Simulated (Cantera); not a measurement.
Feed: 1 mol SiH4, 0.16 mol O2, 11 mol N2, held at 0.00720 bar.

Method: chemical equilibrium by Gibbs-energy minimisation in Cantera with the NASA 1993 tables (ideal gas, pure condensed phases). Candidate condensed phases: H2O, Si, SiO2, Si2N2O, Si3N4; 35 gas species. N2 is the only nitrogen source here; it is nearly inert below about 1500 K, so the nitride shown seldom forms there in practice. Mutual solubility and eutectic melting of coexisting phases are not modelled. Gases not in the tables: Si2H6 and higher silanes. The numbers say what is thermodynamically allowed, not how fast it happens.

Problem. What share of the Si ends up in condensed phases as a function of T (K), at 500, 700, 900, 1100, 1300, 1500, 1700, 1900, 2100?

Solution. 
```
T (K)  Si condensed (%)                    as
-----  ----------------  --------------------
500               100.0  Si2N2O(s) + Si3N4(s)
700               100.0  Si2N2O(s) + Si3N4(s)
900               100.0  Si2N2O(s) + Si3N4(s)
1100              100.0  Si2N2O(s) + Si3N4(s)
1300              100.0  Si2N2O(s) + Si3N4(s)
1500              100.0  Si2N2O(s) + Si3N4(s)
1700               93.1  Si2N2O(s) + Si3N4(s)
1900               65.3                 Si(l)
2100               40.0                 Si(l)
```
